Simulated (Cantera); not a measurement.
What does this Cantera script print?

```python
import numpy as np
import cantera as ct

gas_names = """
    H HNO HNO2 HNO3 HO2 H2 H2O H2O2 N NH NH2 NH3 NH2OH NO NO2 NO3 N2 N2H2 N2H4 N2O O OH O2 O3
""".split()
cond_names = """
    H2O(s) H2O(L)
""".split()


# ... load() reads the species with a 1 bar reference pressure and builds the phases ...
atoms = {
    'NH3': {'N': 1, 'H': 3},
    'O2': {'O': 2},
    'H2': {'H': 2},
}
top_T = {}  # K; cautious upper limits of use, not melting points


# ... equilibrate(T, P, feed) seeds the gas with the atoms and calls Mixture.equilibrate('TP', solver="vcs", rtol=1e-11, max_steps=5000) ...
results = []
feed = {'NH3': 1, 'O2': 4.1, 'H2': 5.5}  # mol
P = 1333.22  # Pa
for T in [750, 850, 950, 1050, 1150, 1250, 1350, 1450, 1550, 1650, 1750, 1850, 1950, 2050]:
    mix = equilibrate(T, P, feed)
    results.append((T, P, feed, dict(zip(mix.species_names, mix.species_moles))))

top = {s: max(r[3][s] / sum(r[3][g] for g in gas_names) for r in results) for s in gas_names}
cols = sorted((s for s in top if top[s] > 1e-05), key=lambda s: -top[s])[:8]
seen = [c for c in cond_names if any(r[3].get(c, 0) > 1e-12 for r in results)]
print("log10 of partial pressures in bar; condensed amounts in mol")
print(f"{'T/K':>10s}" + "".join(f"{s[:9]:>10s}" for s in cols + seen))
for T, P, feed, n in results:
    ng = sum(n[g] for g in gas_names)
    print(f"{T:10.4g}" + "".join(f"{np.log10(max(n[s] / ng * P / 1e5, 1e-99)):10.3f}" for s in cols)
          + "".join(f"{n.get(c, 0):10.4g}" for c in seen))
```

Output:

```
log10 of partial pressures in bar; condensed amounts in mol
       T/K       H2O        O2        N2        OH        H2         O         H        NO
       750    -1.938    -3.005    -3.085   -10.816   -14.793   -15.697   -19.896    -8.750
       850    -1.938    -3.005    -3.085    -9.487   -12.774   -13.633   -17.075    -8.002
       950    -1.938    -3.005    -3.085    -8.437   -11.175   -12.001   -14.842    -7.410
      1050    -1.938    -3.005    -3.085    -7.586    -9.877   -10.678   -13.030    -6.932
      1150    -1.938    -3.006    -3.085    -6.883    -8.803    -9.583   -11.529    -6.536
      1250    -1.938    -3.006    -3.085    -6.292    -7.898    -8.663   -10.265    -6.204
      1350    -1.939    -3.006    -3.085    -5.788    -7.126    -7.878    -9.186    -5.921
      1450    -1.939    -3.006    -3.085    -5.354    -6.459    -7.200    -8.254    -5.677
      1550    -1.939    -3.007    -3.086    -4.975    -5.877    -6.610    -7.440    -5.465
      1650    -1.939    -3.009    -3.086    -4.643    -5.365    -6.091    -6.724    -5.279
      1750    -1.940    -3.010    -3.087    -4.350    -4.912    -5.631    -6.089    -5.115
      1850    -1.943    -3.012    -3.089    -4.089    -4.508    -5.221    -5.523    -4.969
      1950    -1.947    -3.013    -3.091    -3.855    -4.148    -4.852    -5.015    -4.839
      2050    -1.955    -3.011    -3.095    -3.646    -3.829    -4.517    -4.559    -4.720
```

Cantera equilibrium calculation (NASA polynomials, part measured and part estimated; ideal gas, pure solids and liquids).
